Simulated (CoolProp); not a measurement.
Vapour-liquid equilibrium of ethane (1) + n-pentane (2) at 0.27 MPa; x and y are mole fractions of (1).

Model: multi-fluid Helmholtz-energy mixture model, Bücker 2006 and Thol 2019; pair parameters Kunz 2012, in CoolProp.

```json
[
 {"x": "0.05", "bubble temperature (°C)": "32.8", "y at the bubble point": "0.661", "dew temperature at overall composition x (°C)": "66.2", "liquid density (mol/L)": "[?]"},
 {"x": "0.2", "bubble temperature (°C)": "-22.3", "y at the bubble point": "0.973", "dew temperature at overall composition x (°C)": "59.9", "liquid density (mol/L)": "10.10"},
 {"x": "0.35", "bubble temperature (°C)": "-41.6", "y at the bubble point": "0.993", "dew temperature at overall composition x (°C)": "52.8", "liquid density (mol/L)": "11.18"},
 {"x": "0.5", "bubble temperature (°C)": "-51.7", "y at the bubble point": "[?]", "dew temperature at overall composition x (°C)": "44.4", "liquid density (mol/L)": "12.27"},
 {"x": "0.65", "bubble temperature (°C)": "-58.2", "y at the bubble point": "0.999", "dew temperature at overall composition x (°C)": "33.8", "liquid density (mol/L)": "[?]"},
 {"x": "0.8", "bubble temperature (°C)": "-63.0", "y at the bubble point": "0.999", "dew temperature at overall composition x (°C)": "18.8", "liquid density (mol/L)": "14.89"},
 {"x": "0.95", "bubble temperature (°C)": "[?]", "y at the bubble point": "1.000", "dew temperature at overall composition x (°C)": "-11.4", "liquid density (mol/L)": "16.57"}
]
```

Some entries are withheld; supply them.


- 0.05, liquid density (mol/L): 8.672
- 0.5, y at the bubble point: 0.997
- 0.65, liquid density (mol/L): 13.49
- 0.95, bubble temperature (°C): -67.0

No azeotrope shows between x = 0.05 and 0.95.

The pair parameters rest on a limited set of measurements; away from them the model extrapolates. The gap from Raoult's law changes sign with composition, which may be real or a fault of the pair parameters; it wasn't checked against measurements.
